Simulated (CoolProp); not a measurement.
Propylene at several states: fugacity coefficient from the reference equation and from simpler models built on Tc = 364.2 K, pc = 45.55 bar, ω = 0.146; each cubic takes its own stable root.

Computed with CoolProp (reference Helmholtz-energy equation of state, Lemmon 2013).

| T (K) | p (bar) | phase | reference | van der Waals | Peng-Robinson |
|---|---|---|---|---|---|
| 280.3 | 15.9 | liquid | ___ | ___ | ___ |
| 483.5 | 8.74 | gas | ___ | ___ | 0.9706 |
| 427.5 | 0.686 | gas | 0.9969 | 0.9970 | 0.9965 |
| 359.1 | 4.47 | gas | 0.9650 | 0.9699 | ___ |
| 496 | 115 | supercritical | 0.7405 | 0.6961 | 0.7234 |

**Question.** What belongs in the gaps?

**Answer.** 
- 280.3, reference: 0.4085
- 280.3, van der Waals: 0.7593
- 280.3, Peng-Robinson: 0.4074
- 483.5, reference: 0.9741
- 483.5, van der Waals: 0.9723
- 359.1, Peng-Robinson: 0.9616
